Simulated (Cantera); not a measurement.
Charge: 1 mol Si₃N₄, 250 mol H₂, 0.95 mol N₂, 5.8 mol O₂, held at 1825 K and 10.0 mbar.

Cantera equilibrium calculation (NASA polynomials, part measured and part estimated; ideal gas, pure solids and liquids). Candidate condensed phases: H₂O, Si, SiO₂, Si₂N₂O, Si₃N₄; 35 gas species. The tables hold silica as quartz up to 1696 K and as liquid above; real silica turns to tridymite and cristobalite and melts near 1996 K. Equilibrium is a limit: real reactors are often held back by kinetics, nucleation or transport.

Base state: H₂ 0.942, H₂O 0.0322, N₂ 0.0115, SiO 0.0104, H 0.00427, OH 1.02e-5 (mole fractions); condensed: SiO₂(condensed).

Question: What changes in the equilibrium state with this change: pressure from 10.0 mbar to 0.133 bar?

Answer: 
| species | before | after |
|---|---|---|
| H₂ | 0.942 | 0.963 |
| H₂O | 0.0322 | 0.0232 |
| N₂ | 0.0115 | 0.0116 |
| SiO | 0.0104 | 0.00110 |
| OH | 1.02e-5 | 1.99e-6 |
| H | 0.00427 | 0.00118 |
| SiO₂(condensed), mol | 0.344 | 2.72 |
